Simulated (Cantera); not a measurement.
Feed: 1 mol Al, 10 mol CO₂, 83 mol CO, at 1.00 bar.

These are equilibrium values from Cantera (NASA tables, ideal gas, pure condensed phases), not measurements of a reactor. Candidate condensed phases: Al, Al₂O₃, C; 19 gas species. Equilibrium is a limit: real reactors are often held back by kinetics, nucleation or transport.

Q: Which condensed phases are stable at each of these points (T (K)): 998, 1073, 1148, 1223, 1298, 1373, 1448, 1523, 1598, 1673?

A: 
```csv
T (K),condensed phases,Al condensed (%)
998,Al₂O₃(s) + C(graphite),100.0
1073,Al₂O₃(s) + C(graphite),100.0
1148,Al₂O₃(s),100.0
1223,Al₂O₃(s),100.0
1298,Al₂O₃(s),100.0
1373,Al₂O₃(s),100.0
1448,Al₂O₃(s),100.0
1523,Al₂O₃(s),100.0
1598,Al₂O₃(s),100.0
1673,Al₂O₃(s),100.0
```

From 998 K to 1073 K the condensed part is Al₂O₃(s) + C(graphite). From 1148 K to 1673 K the condensed part is Al₂O₃(s).
